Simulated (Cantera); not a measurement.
A Cantera script and its output.

```python
import numpy as np
import cantera as ct

gas = ct.Solution("gri30.yaml")
gas.TPX = 350, 1600000, {'CO': 1.6, 'H2': 0.44, 'CH4': 1.3, 'O2': 3.32, 'N2': 12.5, 'CO2': 1.8}
inlet = ct.Reservoir(gas, clone=True)
gas.equilibrate("HP")  # start burning
reactor = ct.IdealGasConstPressureReactor(gas, energy="on", clone=False)
exhaust = ct.Reservoir(gas, clone=True)
tau = [0.3, 0.13, 0.058, 0.025, 0.011, 0.0048, 0.0021, 0.0009, 0.00039, 0.00017, 7.4e-05][0]
for a, b in ((inlet, reactor), (reactor, exhaust)):
    ct.MassFlowController(a, b, mdot=lambda t: reactor.mass / tau)
net = ct.ReactorNet([reactor])
show = ['CO', 'H2', 'CH4', 'NO2', 'C2H4', 'H']

rows = []
print(f"{'tau/s':>10s}{'T/K':>9s}" + "".join(f"{s:>11s}" for s in show))
for tau in [0.3, 0.13, 0.058, 0.025, 0.011, 0.0048, 0.0021, 0.0009, 0.00039, 0.00017, 7.4e-05]:
    net.initial_time = 0.0
    net.advance(30 * tau)
    before = gas.X
    net.advance(40 * tau)
    drift = np.max(np.abs(gas.X - before) / (gas.X + 1e-9))
    rows.append([gas.T, *gas[show].X, drift])
    print(f"{tau:10.3e}{gas.T:9.1f}" + "".join(f"{x:11.3e}" for x in gas[show].X))
```

Output:

```
     tau/s      T/K         CO         H2        CH4        NO2       C2H4          H
 3.000e-01   2147.6  2.648e-02  3.689e-03  1.632e-06  1.960e-08  7.575e-11  7.199e-05
 1.300e-01   2146.8  2.656e-02  3.701e-03  3.134e-06  2.199e-08  2.987e-10  8.056e-05
 5.800e-02   2145.1  2.673e-02  3.724e-03  5.386e-06  2.632e-08  9.604e-10  9.515e-05
 2.500e-02   2142.1  2.703e-02  3.767e-03  8.784e-06  3.415e-08  2.788e-09  1.197e-04
 1.100e-02   2137.3  2.756e-02  3.842e-03  1.367e-05  4.595e-08  7.108e-09  1.558e-04
 4.800e-03   2129.4  2.842e-02  3.966e-03  2.142e-05  6.206e-08  1.737e-08  2.079e-04
 2.100e-03   2117.5  2.977e-02  4.158e-03  3.448e-05  8.083e-08  4.167e-08  2.806e-04
 9.000e-04   2099.2  3.187e-02  4.453e-03  5.856e-05  9.953e-08  1.030e-07  3.842e-04
 3.900e-04   2072.7  3.494e-02  4.868e-03  1.042e-04  1.123e-07  2.595e-07  5.242e-04
 1.700e-04   2034.2  3.943e-02  5.434e-03  1.998e-04  1.131e-07  7.067e-07  7.004e-04
 7.400e-05   1972.1  4.674e-02  6.230e-03  4.574e-04  9.424e-08  2.567e-06  8.528e-04
```

Cantera simulation using GRI-Mech 3.0 (53 species, 325 reactions); the numbers are that mechanism's predictions, not measurements. The pressure lies above the range GRI-Mech 3.0 was tuned for (to about 10 atm).
